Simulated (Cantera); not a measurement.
A freely propagating, adiabatic, planar premixed flame of C3H8 : O2 : N2 = 1 : 6.17 : 23.2 (molar parts), unburnt at 400 K and 4200 Torr; unity-Lewis-number transport, grid criteria slope 0.08 and curve 0.16, no radiation.

Detailed kinetics in Cantera: GRI-Mech 3.0 (53 species, 325 reactions). GRI-Mech 3.0 was tuned for natural gas; its chemistry of propane as a main component is partial and can be far from experiment. Unity Lewis numbers drop preferential diffusion, which matters most where H2 and H carry the flame. Burning velocities carry a grid error of a few per cent, more on coarse grids.

x: mole fraction of selected species; z is measured from the peak of heat release.

```tsv
z (mm)	T (K)	u (m/s)	x C3H8	x O2	x C2H	x N2O	x CO2	x HCO
-0.298	401	0.318	0.0329	0.203	<1e-8	<1e-8	3.01e-5	<1e-8
-0.199	407	0.323	0.0327	0.203	<1e-8	<1e-8	0.000222	<1e-8
-0.149	423	0.336	0.0323	0.201	<1e-8	<1e-8	0.000771	<1e-8
-0.0993	___	0.412	0.0297	0.192	<1e-8	4.74e-8	0.00391	<1e-8
-0.0497	___	0.756	0.0179	0.150	<1e-8	2.25e-7	0.0185	5.12e-8
-0.0248	___	1.09	0.00710	0.109	<1e-8	4.01e-7	0.0330	2.47e-6
0	___	1.43	0.000265	0.0676	3.78e-7	6.39e-7	0.0510	2.56e-5
0.0248	1887	1.58	2.20e-7	0.0504	1.21e-7	9.37e-7	0.0665	2.44e-6
0.0497	1964	1.63	<1e-8	0.0453	<1e-8	1.14e-6	0.0758	1.12e-7
0.0993	2041	1.69	<1e-8	0.0413	<1e-8	1.31e-6	0.0846	<1e-8
0.199	2098	1.73	<1e-8	0.0388	<1e-8	1.29e-6	0.0906	<1e-8
0.397	2129	1.75	<1e-8	0.0376	<1e-8	9.28e-7	0.0935	<1e-8
0.794	2139	1.75	<1e-8	0.0373	<1e-8	6.16e-7	0.0946	<1e-8
```

Task: Complete the blanks.

Result: 
- -0.0993, T (K): 517
- -0.0497, T (K): 930
- -0.0248, T (K): 1314
- 0, T (K): 1712
